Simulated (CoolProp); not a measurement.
n-perfluorohexane along the isotherm 176.85 °C: density (kg/m³) from the reference equation and from simpler models built on Tc = 174.9 °C, pc = 17.42 bar, ω = 0.497; each cubic takes its own stable root.

Computed with CoolProp (reference Helmholtz-energy equation of state, Gao 2022).

```json
[
 {"p (bar)": "3.96", "phase": "gas", "reference": "39.03", "van der Waals": "38.51", "Soave-Redlich-Kwong": "38.90"},
 {"p (bar)": "7.92", "phase": "gas", "reference": "87.21", "van der Waals": "84.47", "Soave-Redlich-Kwong": "86.32"},
 {"p (bar)": "11.9", "phase": "gas", "reference": "?", "van der Waals": "144.2", "Soave-Redlich-Kwong": "?"},
 {"p (bar)": "15.8", "phase": "gas", "reference": "267.3", "van der Waals": "238.3", "Soave-Redlich-Kwong": "251.1"},
 {"p (bar)": "19.8", "phase": "supercritical", "reference": "892.5", "van der Waals": "583.9", "Soave-Redlich-Kwong": "666.5"},
 {"p (bar)": "23.7", "phase": "supercritical", "reference": "994.8", "van der Waals": "649.0", "Soave-Redlich-Kwong": "?"},
 {"p (bar)": "27.7", "phase": "supercritical", "reference": "1046", "van der Waals": "687.1", "Soave-Redlich-Kwong": "?"},
 {"p (bar)": "31.7", "phase": "supercritical", "reference": "?", "van der Waals": "714.6", "Soave-Redlich-Kwong": "865.7"},
 {"p (bar)": "35.6", "phase": "supercritical", "reference": "1106", "van der Waals": "736.0", "Soave-Redlich-Kwong": "898.2"},
 {"p (bar)": "39.6", "phase": "supercritical", "reference": "1128", "van der Waals": "754.3", "Soave-Redlich-Kwong": "926.2"},
 {"p (bar)": "43.5", "phase": "supercritical", "reference": "1147", "van der Waals": "769.7", "Soave-Redlich-Kwong": "950.0"}
]
```

Some entries are withheld; supply them.


- 11.9, reference: 153.2
- 11.9, Soave-Redlich-Kwong: 149.5
- 23.7, Soave-Redlich-Kwong: 766.6
- 27.7, Soave-Redlich-Kwong: 824.0
- 31.7, reference: 1080
